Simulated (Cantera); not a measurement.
A Cantera script and what it prints.

```python
import numpy as np
import cantera as ct

gas_names = """
    CL CLF CLF3 CL2 F F2 H HCL HF H2 H2F2 H3F3 H4F4 H5F5 H6F6 H7F7 Si SiCL SiCL2 SiCL3 SiCL4 SiF SiF2
    SiF3 SiF4 SiH SiHCL3 SiHF3 SiH2 SiH2CL2 SiH2F2 SiH3 SiH3CL SiH3F SiH4 Si2 Si3
""".split()
cond_names = """
    Si(cr) Si(L)
""".split()


# ... load() reads the species with a 1 bar reference pressure and builds the phases ...
atoms = {
    'Si': {'Si': 1},
    'HCl': {'H': 1, 'CL': 1},
    'H2': {'H': 2},
    'HF': {'H': 1, 'F': 1},
}
top_T = {}  # K; cautious upper limits of use, not melting points


# ... equilibrate(T, P, feed) seeds the gas with the atoms and calls Mixture.equilibrate('TP', solver="vcs", rtol=1e-11, max_steps=5000) ...
results = []
T = 700  # K
P = 18  # Pa
for m in [1.2, 1.8, 2.5, 3.1, 3.7, 4.3, 5, 5.6, 6.2, 6.8, 7.5, 8.1, 8.7]:
    feed = {'Si': 1, 'HCl': 1.1, 'H2': 3.1, 'HF': m}  # mol
    mix = equilibrate(T, P, feed)
    results.append((T, P, feed, dict(zip(mix.species_names, mix.species_moles))))

top = {s: max(r[3][s] / sum(r[3][g] for g in gas_names) for r in results) for s in gas_names}
cols = sorted((s for s in top if top[s] > 1e-06), key=lambda s: -top[s])[:6]
seen = [c for c in cond_names if any(r[3].get(c, 0) > 1e-12 for r in results)]
print("log10 of partial pressures in bar; condensed amounts in mol")
print(f"{'n(HF)':>10s}" + "".join(f"{s[:9]:>10s}" for s in cols + seen))
for T, P, feed, n in results:
    ng = sum(n[g] for g in gas_names)
    print(f"{feed['HF']:10.4g}" + "".join(f"{np.log10(max(n[s] / ng * P / 1e5, 1e-99)):10.3f}" for s in cols)
          + "".join(f"{n.get(c, 0):10.4g}" for c in seen))
```

Result:

```
log10 of partial pressures in bar; condensed amounts in mol
     n(HF)        H2        HF       HCL      SiF4     SiCL4    SiHCL3    Si(cr)
       1.2    -3.801   -10.721    -6.415    -4.956    -5.019    -6.095    0.4209
       1.8    -3.810   -10.691    -6.429    -4.818    -5.059    -6.129    0.2706
       2.5    -3.819   -10.671    -6.444    -4.716    -5.101    -6.165   0.09524
       3.1    -3.837    -9.427    -5.239    -4.655    -5.194    -7.481         0
       3.7    -3.876    -8.730    -4.680    -4.617    -5.709    -8.594         0
       4.3    -3.912    -5.143    -4.578    -4.620   -19.652   -22.675         0
         5    -3.951    -4.659    -4.617    -4.659   -21.782   -24.805         0
       5.6    -3.982    -4.485    -4.648    -4.689   -22.629   -25.652         0
       6.2    -4.010    -4.375    -4.676    -4.718   -23.211   -26.234         0
       6.8    -4.037    -4.298    -4.703    -4.745   -23.657   -26.680         0
       7.5    -4.067    -4.230    -4.733    -4.774   -24.074   -27.097         0
       8.1    -4.090    -4.185    -4.756    -4.798   -24.372   -27.396         0
       8.7    -4.113    -4.148    -4.779    -4.820   -24.632   -27.655         0
```

Cantera equilibrium calculation (NASA polynomials, part measured and part estimated; ideal gas, pure solids and liquids). The tables' values for SiCl3 are old estimates; treat these amounts as uncertain.
